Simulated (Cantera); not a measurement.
A closed system holds: 1 mol Si3N4, 11 mol HCl, equilibrated at 1000 K and 0.100 bar.

Method: chemical equilibrium by Gibbs-energy minimisation in Cantera with the NASA 1993 tables (ideal gas, pure condensed phases). Candidate condensed phases: NH4Cl, Si, Si3N4; 28 gas species. The tables' values for SiCl3 are old estimates; treat these amounts as uncertain. Kinetics and transport are ignored.

Base state: HCl 0.407, H2 0.323, SiCl4 0.161, N2 0.108, SiHCl3 0.000902, SiCl3 8.73e-5 (mole fractions); condensed: Si3N4(s).

Q: What changes in the equilibrium state with this change: pressure from 0.100 bar to 1.00 bar?

A: 
| species | before | after |
|---|---|---|
| HCl | 0.407 | 0.360 |
| H2 | 0.323 | 0.349 |
| SiCl4 | 0.161 | 0.174 |
| N2 | 0.108 | 0.117 |
| NH3 | 3.52e-6 | 4.09e-5 |
| SiCl3 | 8.73e-5 | 3.49e-5 |
| SiHCl3 | 0.000902 | 0.00119 |
| Si3N4(s), mol | 0.436 | 0.394 |
